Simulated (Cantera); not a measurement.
Charge: 1 mol Si, 1.7 mol SF₆, 2 mol NF₃, at 0.00230 bar.

Method: chemical equilibrium by Gibbs-energy minimisation in Cantera with the NASA 1993 tables (ideal gas, pure condensed phases). Candidate condensed phases: S, Si, Si₃N₄; 29 gas species. Kinetics and transport are ignored. All values below are at 677 °C.

Base state: SF₆ 0.313, F 0.270, SiF₄ 0.184, N₂ 0.184, F₂ 0.0493 (mole fractions); condensed: gas only.

Problem. What changes in the equilibrium state with this change: NF₃ from 2 to 4.5 mol?

Solution. 
| species | before | after |
|---|---|---|
| F | 0.270 | 0.463 |
| N₂ | 0.184 | 0.178 |
| F₂ | 0.0493 | 0.145 |
| SF₆ | 0.313 | 0.135 |
| SiF₄ | 0.184 | 0.0792 |
| NF₃ | 9.97e-6 | 4.96e-5 |
